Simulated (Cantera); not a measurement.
Silicon carbide growth: (CH3)2SiCl2 + CH4 + H2

A closed system holds: 1 mol (CH3)2SiCl2, 0.042 mol CH4, 660 mol H2, held at 0.110 bar.

Method: chemical equilibrium by Gibbs-energy minimisation in Cantera with the NASA 1993 tables (ideal gas, pure condensed phases). Candidate condensed phases: C, C6H6, C7H8, C8H18, Si, SiC; 109 gas species. The feed counts by its element totals alone. The tables' values for SiCl are old estimates; treat these amounts as uncertain. Gases not in the tables: Si2H6 and higher silanes. The numbers say what is thermodynamically allowed, not how fast it happens.

| T (K) | x H2 | x H | x HCl | x C2H2 (acetylene) | x Si | x CH4 | x Cl | n C(graphite) | n SiC(s) |
|---|---|---|---|---|---|---|---|---|---|
| 1348 | 0.996 | 6.96e-6 | 0.00301 | 1.20e-6 | 6.44e-12 | 0.000637 | 1.76e-8 | 0.617 | 1.000 |
| 1448 | 0.997 | 2.77e-5 | 0.00301 | 4.74e-6 | 1.57e-10 | 0.000365 | 6.83e-8 | 0.793 | 1.000 |
| 1548 | 0.997 | 9.27e-5 | 0.00301 | 1.56e-5 | 2.52e-9 | 0.000224 | 2.24e-7 | 0.872 | 1.000 |
| 1648 | 0.997 | 0.000268 | 0.00301 | 4.46e-5 | 2.89e-8 | 0.000146 | 6.35e-7 | 0.885 | 1.000 |
| 1748 | 0.996 | 0.000688 | 0.00301 | 0.000112 | 2.49e-7 | 0.000100 | 1.60e-6 | 0.825 | 0.999 |
| 1848 | 0.995 | 0.00159 | 0.00300 | 0.000256 | 1.70e-6 | 7.18e-5 | 3.66e-6 | 0.654 | 0.997 |
| 1948 | 0.993 | 0.00340 | 0.00300 | 0.000535 | 9.50e-6 | 5.31e-5 | 7.68e-6 | 0.302 | 0.988 |
| 2048 | 0.989 | 0.00672 | 0.00298 | 0.000798 | 5.11e-5 | 3.54e-5 | 1.50e-5 | 0 | 0.947 |
| 2148 | 0.983 | 0.0125 | 0.00296 | 0.000934 | 0.000259 | 2.21e-5 | 2.74e-5 | 0 | 0.751 |
| 2248 | 0.972 | 0.0218 | 0.00291 | 0.00138 | 0.00100 | 1.62e-5 | 4.73e-5 | 0 | 0.0537 |
| 2348 | 0.958 | 0.0364 | 0.00286 | 0.00143 | 0.00117 | 1.03e-5 | 7.81e-5 | 0 | 0 |
| 2448 | 0.936 | 0.0581 | 0.00279 | 0.00142 | 0.00123 | 6.60e-6 | 0.000123 | 0 | 0 |
| 2548 | 0.906 | 0.0887 | 0.00268 | 0.00140 | 0.00126 | 4.29e-6 | 0.000185 | 0 | 0 |
x: gas mole fraction; n: condensed amount in mol.

From 1348 K to 1948 K the condensed part is C(graphite) + SiC(s). From 2048 K to 2248 K the condensed part is SiC(s). From 2348 K to 2548 K nothing is condensed. The main Si-bearing gas is SiCl2 at 1348 K and Si at 2548 K.
